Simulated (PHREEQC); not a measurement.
Model water analysis in mg/L, 25 °C, pH 5.62, pe 2.5: Na 0.899; K 0.118; Ca 1.03; Mg 0.569; Cl 2.43; S(6) as SO4 1.78; Alkalinity as HCO3 1.86; Li 0.000253; Fe(2) 0.00382; N(-3) as NH4 0.00199; Ba 0.00363; Mn(2) 0.0128.

Valence states are taken as typed.

The numbers come from PHREEQC with the ion-association model, phreeqc.dat.

```tsv
quantity	before	after
CO2 (mol/kgw)	0.000175	8.42e-5
HSO4- (mol/kgw)	4.08e-9	2.04e-9
CO3-2 (mol/kgw)	6.76e-10	1.30e-9
MgOH+ (mol/kgw)	3.36e-11	6.70e-11
NH3 (mol/kgw)	2.58e-11	5.14e-11
CaCO3 (mol/kgw)	2.55e-11	4.90e-11
SI of Rhodochrosite (MnCO3)	-4.73	-4.45
SI of Gypsum (CaSO4:2H2O)	-4.80	-4.80
```

Task: Name the change that produced these shifts.
A. N(-3) from 0.00199 to 0.00597 mg/L
B. pH from 5.62 to 5.92 at the same alkalinity
C. pH from 5.62 to 5.5 at the same alkalinity

Result: B, pH from 5.62 to 5.92 at the same alkalinity

No solid was allowed to form.
